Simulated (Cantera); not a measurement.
What does this Cantera script print?

```python
import numpy as np
import cantera as ct

gas = ct.Solution("gri30.yaml")


def delay(T, t_max=10):
    gas.TPX = T, 100000, {'CO': 1, 'H2': 0.35, 'CH4': 0.044, 'O2': 0.449, 'N2': 1.69, 'H2O': 0.16}
    reactor = ct.IdealGasReactor(gas, clone=False)
    net = ct.ReactorNet([reactor])
    net.rtol, net.atol = 1e-8, 1e-16
    while net.time < t_max:
        t_old, T_old = net.time, reactor.T
        net.step()
        if reactor.T > T + 400:  # ignition: a rise of 400 K
            return t_old + (T + 400 - T_old) / (reactor.T - T_old) * (net.time - t_old)
    return np.nan


taus = []
for T in [1100, 1150, 1200, 1250, 1300, 1350, 1400]:
    taus.append(delay(T))
    print(f"T0 = {T:6g} K   tau = {taus[-1]:.4e} s")
```

Result:

```
T0 =   1100 K   tau = 2.2605e-04 s
T0 =   1150 K   tau = 1.4069e-04 s
T0 =   1200 K   tau = 9.7507e-05 s
T0 =   1250 K   tau = 7.2233e-05 s
T0 =   1300 K   tau = 5.6023e-05 s
T0 =   1350 K   tau = 4.4998e-05 s
T0 =   1400 K   tau = 3.7212e-05 s
```

Cantera simulation using GRI-Mech 3.0 (53 species, 325 reactions); the numbers are that mechanism's predictions, not measurements. Where the delays flatten at high temperature, the 400 K rule measures the pace of heat release, not the induction time.
